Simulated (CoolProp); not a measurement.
The fluid at 401.51 K and 7.14 MPa flows at 15 m/s in a round tube of 6 mm bore and 1.5 µm roughness, fully developed (64/Re and Nu = 3.66 if laminar; Colebrook and Gnielinski if turbulent). The same conditions are run with several fluids, on thermodynamics alone (safety and materials aside).

Model: reference Helmholtz-energy equation of state of each fluid (methanol: de Reuck 1993; n-nonane: Lemmon 2006; benzene: Thol 2012; n-butane: Bücker 2006; n-hexane: Thol 2019), in CoolProp.

Problem. Rank methanol, n-nonane, benzene, n-butane, n-hexane by Reynolds number, highest first.

Solution. n-butane (576000), n-hexane (365000), methanol (345000), benzene (309000), n-nonane (214000)

```
fluid     Darcy friction factor  pressure drop (Pa/m)  heat-transfer coefficient (W/(m² K))  mass flow (kg/h)
--------  ---------------------  --------------------  ------------------------------------  ----------------
methanol                 0.0164                212000                                 42300              1050
n-nonane                 0.0173                207000                                 21700               978
benzene                  0.0166                239000                                 25900              1170
n-butane                 0.0157                132000                                 26300               686
n-hexane                 0.0163                173000                                 25600               866
```

Transport values come from each fluid's own correlations.
